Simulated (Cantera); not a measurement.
Low-pressure radical oxidation in H2/O2

An isothermal, constant-pressure homogeneous reactor starts with H2 : O2 = 0.01 : 1 (molar parts), at 1450 K and 1.58 Torr.

Detailed kinetics in Cantera: GRI-Mech 3.0 (53 species, 325 reactions). Radical loss at walls, strong at low pressure, is not modelled.

```tsv
t (s)	x H2	x O2	x OH	x HO2	x H2O2	x H
5.00e-5	0.00990	0.990	7.06e-10	3.52e-9	<1e-12	2.82e-9
0.000232	0.00990	0.990	9.65e-9	1.63e-8	1.48e-12	7.15e-9
0.00108	0.00990	0.990	8.14e-8	7.57e-8	2.97e-11	1.47e-8
0.00500	0.00990	0.990	1.50e-6	3.49e-7	4.85e-10	1.53e-7
0.0232	0.00216	0.983	0.00267	8.89e-8	2.98e-9	0.000385
0.108	3.78e-5	0.981	0.00146	5.47e-8	1.27e-9	0.000255
0.500	3.71e-5	0.981	0.00144	5.42e-8	1.26e-9	0.000248
2.32	3.43e-5	0.981	0.00139	5.22e-8	1.22e-9	0.000219
10.8	2.47e-5	0.984	0.00118	4.42e-8	1.07e-9	0.000131
50.0	8.33e-6	0.988	0.000686	2.60e-8	6.35e-10	2.49e-5
```
x: mole fraction; the columns are a selection and need not sum to one.

Equilibrium at this temperature and pressure: H2 2.07e-7, O2 0.990, OH 0.000108, HO2 2.89e-8, H2O2 6.95e-11, H 9.45e-8 (gas phase only).
